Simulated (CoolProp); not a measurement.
A single-stage vapour-compression cycle with propylene: evaporating at 224.15 K (dew point), condensing at 263.15 K (bubble point), superheat 8 K, subcooling 2 K, compressor efficiency 0.8, no pressure losses. Each further row changes one setting.

Computed with CoolProp (reference Helmholtz-energy equation of state, Lemmon 2013).

```json
[
 {"case": "as stated", "cooling COP": "(withheld)", "pressure ratio": "4.50", "discharge temperature (K)": "302.0", "refrigerating effect (kJ/kg)": "367", "volumetric capacity (kJ/m³)": "785"},
 {"case": "evaporating temperature 229.15 K", "cooling COP": "4.75", "pressure ratio": "3.59", "discharge temperature (K)": "297.0", "refrigerating effect (kJ/kg)": "373", "volumetric capacity (kJ/m³)": "983"},
 {"case": "condensing temperature 258.15 K", "cooling COP": "4.66", "pressure ratio": "3.82", "discharge temperature (K)": "294.1", "refrigerating effect (kJ/kg)": "379", "volumetric capacity (kJ/m³)": "810"},
 {"case": "subcooling 7 K", "cooling COP": "4.10", "pressure ratio": "4.50", "discharge temperature (K)": "302.0", "refrigerating effect (kJ/kg)": "379", "volumetric capacity (kJ/m³)": "810"},
 {"case": "superheat 18 K", "cooling COP": "3.94", "pressure ratio": "4.50", "discharge temperature (K)": "312.8", "refrigerating effect (kJ/kg)": "(withheld)", "volumetric capacity (kJ/m³)": "777"},
 {"case": "compressor efficiency 0.7", "cooling COP": "(withheld)", "pressure ratio": "4.50", "discharge temperature (K)": "310.0", "refrigerating effect (kJ/kg)": "367", "volumetric capacity (kJ/m³)": "785"}
]
```

Problem. Complete the blanks.

Solution. 
- as stated, cooling COP: 3.98
- superheat 18 K, refrigerating effect (kJ/kg): 381
- compressor efficiency 0.7, cooling COP: 3.48
